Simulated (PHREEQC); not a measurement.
A PHREEQC input (ion-association model, phreeqc.dat):

```
SOLUTION 1
  temp 65
  units mg/kgw
  pH 6.02
  pe 12.8
  Na 0.0595
  K 0.00309
  Ca 0,255
  Mg 0.0181
  Cl 0.408
  S(6) 0.12 as SO4
  Alkalinity 0.167 as HCO3
  Ba 0.000414
  Li 6.67e-05
END
USE solution 1
EQUILIBRIUM_PHASES 1
  Quartz 0 0.5
  CO2(g) -2.5 10
END
```

The run finishes without an error or a warning.

Its last state differs from that of the intended input:

```
quantity                   as run  intended
------------------------  -------  --------
ionic strength (mol/kgw)  1.60e-5   2.87e-5
SI of Quartz (SiO2)         -0.00     +0.00
```

Problem. One thing in the input isn't as intended. What explains the difference?

Solution. Several could match; the one computed here: The fault: a decimal comma in the Ca value. The line should read `Ca 0.255` where the input has `Ca 0,255`.
